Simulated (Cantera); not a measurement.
A Cantera script and what it prints.

```python
import numpy as np
import cantera as ct

gas_names = """
    CL CL2 H HCL H2 Si SiCL SiCL2 SiCL3 SiCL4 SiH SiHCL3 SiH2 SiH2CL2 SiH3 SiH3CL SiH4 Si2 Si3
""".split()
cond_names = """
    Si(cr) Si(L)
""".split()


# ... load() reads the species with a 1 bar reference pressure and builds the phases ...
atoms = {
    'SiH2Cl2': {'Si': 1, 'H': 2, 'CL': 2},
    'HCl': {'H': 1, 'CL': 1},
    'H2': {'H': 2},
}
top_T = {}  # K; cautious upper limits of use, not melting points


# ... equilibrate(T, P, feed) seeds the gas with the atoms and calls Mixture.equilibrate('TP', solver="vcs", rtol=1e-11, max_steps=5000) ...
results = []
feed = {'SiH2Cl2': 1, 'HCl': 0.071, 'H2': 150}  # mol
T = 1275  # K
P = 12000  # Pa
mix = equilibrate(T, P, feed)
results.append((T, P, feed, dict(zip(mix.species_names, mix.species_moles))))
x = sorted(zip(gas.X, gas.species_names), reverse=True)
print(f"T = {T:g} K  P = {P:g} Pa  gas = {mix.phase_moles(0):.4g} mol")
print("   x: " + "  ".join(f"{s} {v:.3e}" for v, s in x if v > 0.0001))
print("   condensed (mol): " + ("  ".join(f"{mix.phase(i).name} {mix.phase_moles(i):.4g}"
      for i in range(1, mix.n_phases) if mix.phase_moles(i) > 1e-12) or "none"))
```

Output:

```
T = 1275 K  P = 12000 Pa  gas = 152.1 mol
   x: H2 9.869e-01  HCL 1.255e-02  SiCL2 4.139e-04
   condensed (mol): Si(cr) 0.9246
```

Equilibrium computed with Cantera from the NASA thermochemical tables; the gas is ideal and each condensed phase is pure. The tables' values for SiCl3 are old estimates; treat these amounts as uncertain.
